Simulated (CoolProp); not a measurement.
Vapour-liquid equilibrium of benzene (1) + toluene (2) at 642 kPa; x and y are mole fractions of (1).

Computed with CoolProp (multi-fluid Helmholtz-energy mixture model, Thol 2012 and Lemmon 2006; pair parameters Bell 2016).

```
x     bubble temperature, mixture model (°C)  bubble temperature, Raoult's law (°C)  y, mixture model  y, Raoult's law
----  --------------------------------------  -------------------------------------  ----------------  ---------------
0.05                                   189.1                                  188.9             0.083            0.093
0.15                                   184.6                                  184.2             0.236            0.258
0.25                                   180.4                                  179.8             0.371            0.398
0.35                                   176.4                                  175.7             0.491            0.519
0.45                                   172.5                                  171.9             0.597            0.623
0.55                                   168.9                                  168.4             0.691            0.713
0.65                                   165.5                                  165.0             0.774            0.792
0.75                                   162.3                                  161.9             0.848            0.861
0.85                                   159.2                                  159.0             0.914            0.922
0.95                                   156.2                                  156.2             0.973            0.975
```

The largest gap from Raoult's law is +0.7 K in bubble temperature, at x = 0.35. No azeotrope shows between x = 0.05 and 0.95.

Pair parameters are fitted to limited data, so mixtures are less certain than the pure fluids.
